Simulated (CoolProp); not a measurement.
n-undecane at several states: density (kg/m³) from the reference equation and from simpler models built on Tc = 365.7 °C, pc = 1.990 MPa, ω = 0.539; each cubic takes its own stable root.

Model: reference Helmholtz-energy equation of state, Aleksandrov 2011, in CoolProp. It is a short technical equation, of lower accuracy than the large ones.

```
T (°C)  p (MPa)   phase   reference  Soave-Redlich-Kwong  Peng-Robinson
------  -------  ------  ----------  -------------------  -------------
126.55     4.79  liquid       664.8                566.5          637.0
-7.15    0.0847  liquid       761.2                619.6     (withheld)
62.35      3.11  liquid       710.9           (withheld)     (withheld)
194.65    0.246  liquid       600.8                510.6          577.6
100.45   0.0422  liquid  (withheld)                572.9     (withheld)
```

Question: Some entries are withheld; supply them.

Answer: 
- -7.15, Peng-Robinson: 694.1
- 62.35, Soave-Redlich-Kwong: 594.9
- 62.35, Peng-Robinson: 667.7
- 100.45, reference: 678.7
- 100.45, Peng-Robinson: 644.8
